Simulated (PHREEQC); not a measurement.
Dissolve 0.16 mol/kgw ZnSO4 at 84 °C. It is in equilibrium with CO2 at log p = -3.5 (atm). Otherwise closed; pH follows from the charge balance.

Model: ion-association model, phreeqc.dat, run in PHREEQC.

The ionic strength comes out as 0.304 mol/kgw. What activity coefficients do H+, ZnOH+, Zn(SO4)2-2, SO4-2, HSO4- get?

H+ 0.76, ZnOH+ 0.70, Zn(SO4)2-2 0.25, SO4-2 0.21, HSO4- 0.70.

No solid was allowed to form. Constants without temperature data keep their 25 °C values here.
